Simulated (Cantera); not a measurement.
A freely propagating, adiabatic, planar premixed flame of CH₄ : H₂ : O₂ : N₂ : H₂O = 1 : 0.091 : 1.46 : 5.49 : 0.17 (molar parts), unburnt at 425 K and 105 Torr; mixture-averaged transport, grid criteria slope 0.08 and curve 0.16, no radiation.

Detailed kinetics in Cantera: GRI-Mech 3.0 (53 species, 325 reactions). Burning velocities carry a grid error of a few per cent, more on coarse grids.

x: mole fraction of selected species; z is measured from the peak of heat release.

| z (mm) | T (K) | u (m/s) | x CH₄ | x H₂ | x O₂ | x C₂H | x NO | x H₂O |
|---|---|---|---|---|---|---|---|---|
| -8.64 | 425 | 0.620 | 0.122 | 0.0131 | 0.177 | <1e-8 | <1e-8 | 0.0207 |
| -5.76 | 427 | 0.625 | 0.121 | 0.0171 | 0.177 | <1e-8 | <1e-8 | 0.0208 |
| -4.32 | 438 | 0.645 | 0.119 | 0.0228 | 0.175 | <1e-8 | 2.16e-8 | 0.0219 |
| -2.88 | ? | 0.795 | 0.112 | 0.0346 | 0.168 | <1e-8 | 3.21e-7 | 0.0317 |
| -1.44 | ? | 1.52 | 0.0764 | 0.0526 | 0.129 | <1e-8 | 3.01e-6 | 0.0799 |
| -0.720 | ? | 2.14 | 0.0424 | 0.0613 | 0.0859 | 1.45e-8 | 6.46e-6 | 0.123 |
| 0 | ? | 2.69 | 0.0125 | 0.0656 | 0.0403 | 4.76e-7 | 1.24e-5 | 0.163 |
| 0.720 | 1879 | 2.96 | 0.00184 | 0.0637 | 0.0139 | 1.13e-6 | 2.16e-5 | 0.184 |
| 1.44 | 1927 | 3.03 | 0.000200 | 0.0618 | 0.00441 | 5.37e-7 | 3.17e-5 | 0.190 |
| 2.88 | 1944 | 3.05 | 3.23e-6 | 0.0620 | 0.000827 | 4.49e-8 | 4.51e-5 | 0.190 |
| 5.76 | 1951 | 3.05 | <1e-8 | 0.0633 | 0.000458 | <1e-8 | 5.59e-5 | 0.188 |
| 11.5 | 1959 | 3.06 | <1e-8 | 0.0637 | 0.000391 | <1e-8 | 6.10e-5 | 0.188 |
| 23.0 | 1971 | 3.08 | <1e-8 | 0.0638 | 0.000305 | <1e-8 | 6.25e-5 | 0.189 |

Q: Fill in the missing entries.

A: 
- -2.88, T (K): 533
- -1.44, T (K): 996
- -0.720, T (K): 1382
- 0, T (K): 1716
